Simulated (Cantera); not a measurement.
Input (Python, Cantera) and output of one run.

```python
import numpy as np
import cantera as ct

gas_names = """
    H H2 N NH NH2 NH3 N2 N2H2 N2H4 Si SiH SiH2 SiH3 SiH4 SiN Si2 Si2N Si3
""".split()
cond_names = """
    Si(cr) Si(L) Si3N4(a)
""".split()


# ... load() reads the species with a 1 bar reference pressure and builds the phases ...
atoms = {
    'SiH4': {'Si': 1, 'H': 4},
    'N2': {'N': 2},
}
top_T = {'Si3N4(a)': 2400}  # K; cautious upper limits of use, not melting points


# ... equilibrate(T, P, feed) seeds the gas with the atoms and calls Mixture.equilibrate('TP', solver="vcs", rtol=1e-11, max_steps=5000) ...
results = []
feed = {'SiH4': 1, 'N2': 0.23}  # mol
T = 1698.15  # K
P = 380  # Pa
mix = equilibrate(T, P, feed)
results.append((T, P, feed, dict(zip(mix.species_names, mix.species_moles))))
print(gas.report(threshold=0.001))
for i in range(1, mix.n_phases):
    print(f"{mix.phase(i).name:16s} {mix.phase_moles(i):12.5e} mol")
```

It prints:

```
       temperature   1698.2 K
          pressure   380 Pa
           density   0.00012642 kg/m^3
  mean mol. weight   4.6973 kg/kmol
   phase of matter   gas

                          1 kg             1 kmol
                     ---------------   ---------------
          enthalpy        9.2864e+06        4.3621e+07  J
   internal energy        6.2806e+06        2.9502e+07  J
           entropy             50805        2.3865e+05  J/K
    Gibbs function       -7.6988e+07       -3.6163e+08  J
 heat capacity c_p            7094.5             33325  J/K
 heat capacity c_v            5324.5             25011  J/K

                      mass frac. Y      mole frac. X     chem. pot. / RT
                     ---------------   ---------------   ---------------
                 H        0.00047677         0.0022218           -12.328
                H2           0.38393           0.89457           -24.656
                N2           0.61429             0.103           -34.248
     [  +15 minor]         0.0013012        0.00020833

Si(L)             9.99524e-01 mol
Si3N4(a)          0.00000e+00 mol
```

Cantera equilibrium calculation (NASA polynomials, part measured and part estimated; ideal gas, pure solids and liquids). Gases not in the tables: Si2H6 and higher silanes.
